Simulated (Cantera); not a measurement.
Charge: 1 mol CuO, 0.55 mol NF3, at 0.100 bar.

Equilibrium computed with Cantera from the NASA thermochemical tables; the gas is ideal and each condensed phase is pure. Candidate condensed phases: Cu, CuF2, CuO, Cu2O; 22 gas species. Mutual solubility and eutectic melting of coexisting phases are not modelled. Rates play no part.

Which condensed phases are stable at each of these points (T (K)): 848, 948, 1048, 1148, 1248, 1348, 1448, 1548, 1648?


| T (K) | condensed phases | Cu condensed (%) |
|---|---|---|
| 848 | CuF2(s) + CuO(s) | 100.0 |
| 948 | CuF2(s) + CuO(s) | 100.0 |
| 1048 | CuF2(s) + CuO(s) | 100.0 |
| 1148 | CuF2(l) + CuO(s) | 99.6 |
| 1248 | CuF2(l) + Cu2O(s) | 97.7 |
| 1348 | CuF2(l) + Cu2O(s) | 89.2 |
| 1448 | CuF2(l) + Cu2O(s) | 34.1 |
| 1548 | gas only | 0.0 |
| 1648 | gas only | 0.0 |

From 848 K to 1048 K the condensed part is CuF2(s) + CuO(s). At 1148 K the condensed part is CuF2(l) + CuO(s). From 1248 K to 1448 K the condensed part is CuF2(l) + Cu2O(s). From 1548 K to 1648 K nothing is condensed.
